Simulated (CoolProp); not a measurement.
Vapour-liquid equilibrium of cyclohexane (1) + p-xylene (2) at 6.74 bar; x and y are mole fractions of (1).

Model: multi-fluid Helmholtz-energy mixture model, Zhou 2014 and Zhou 2012; pair parameters Bell 2016, in CoolProp.

```json
[
 {"x": "0.05", "bubble temperature (K)": "493.7", "y at the bubble point": "0.130", "dew temperature at overall composition x (K)": "…", "liquid density (mol/L)": "6.248"},
 {"x": "0.15", "bubble temperature (K)": "482.7", "y at the bubble point": "0.339", "dew temperature at overall composition x (K)": "…", "liquid density (mol/L)": "…"},
 {"x": "0.25", "bubble temperature (K)": "473.4", "y at the bubble point": "0.494", "dew temperature at overall composition x (K)": "487.5", "liquid density (mol/L)": "…"},
 {"x": "0.35", "bubble temperature (K)": "465.5", "y at the bubble point": "0.612", "dew temperature at overall composition x (K)": "482.0", "liquid density (mol/L)": "6.701"},
 {"x": "0.45", "bubble temperature (K)": "458.8", "y at the bubble point": "0.703", "dew temperature at overall composition x (K)": "476.1", "liquid density (mol/L)": "6.830"},
 {"x": "0.55", "bubble temperature (K)": "453.0", "y at the bubble point": "…", "dew temperature at overall composition x (K)": "469.8", "liquid density (mol/L)": "6.953"},
 {"x": "0.65", "bubble temperature (K)": "447.9", "y at the bubble point": "0.837", "dew temperature at overall composition x (K)": "462.8", "liquid density (mol/L)": "7.073"},
 {"x": "0.75", "bubble temperature (K)": "443.3", "y at the bubble point": "0.890", "dew temperature at overall composition x (K)": "455.2", "liquid density (mol/L)": "7.193"},
 {"x": "0.85", "bubble temperature (K)": "439.1", "y at the bubble point": "0.936", "dew temperature at overall composition x (K)": "446.8", "liquid density (mol/L)": "7.314"},
 {"x": "0.95", "bubble temperature (K)": "…", "y at the bubble point": "0.979", "dew temperature at overall composition x (K)": "437.9", "liquid density (mol/L)": "…"}
]
```

Question: What belongs in the gaps?

Answer: 
- 0.05, dew temperature at overall composition x (K): 497.5
- 0.15, dew temperature at overall composition x (K): 492.7
- 0.15, liquid density (mol/L): 6.414
- 0.25, liquid density (mol/L): 6.563
- 0.55, y at the bubble point: 0.776
- 0.95, bubble temperature (K): 435.2
- 0.95, liquid density (mol/L): 7.439

No azeotrope shows between x = 0.05 and 0.95.

Pair parameters are fitted to limited data, so mixtures are less certain than the pure fluids.
